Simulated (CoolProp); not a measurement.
c-C4F8 (RC318) along the isobar 8.22 bar: Z from the reference equation and from simpler models built on Tc = 115.2 °C, pc = 27.78 bar, ω = 0.355; each cubic takes its own stable root.

Computed with CoolProp (reference Helmholtz-energy equation of state, Platzer 1990). This equation is an older, rougher fit.

```csv
T (°C),phase,reference
70.35,gas,0.8235
81.45,gas,0.8464
92.65,gas,0.8651
103.85,gas,0.8807
115.05,gas,0.8939
126.25,gas,0.9051
137.35,gas,0.9148
148.55,gas,0.9233
159.75,gas,0.9308
170.95,gas,0.9374
182.15,gas,0.9433
193.35,gas,0.9486
204.45,gas,0.9533
215.65,gas,0.9576
226.85,gas,0.9615
```

Question: How far does each simpler model (van der Waals, Redlich-Kwong) lie from the reference over these 15 states: mean and median of the absolute difference, and the worst?

Answer: 
- van der Waals: mean 1.3 %, median 0.8 %, worst +5.2 % at 70.35 °C and 8.22 bar
- Redlich-Kwong: mean 0.7 %, median 0.8 %, worst +1.7 % at 70.35 °C and 8.22 bar
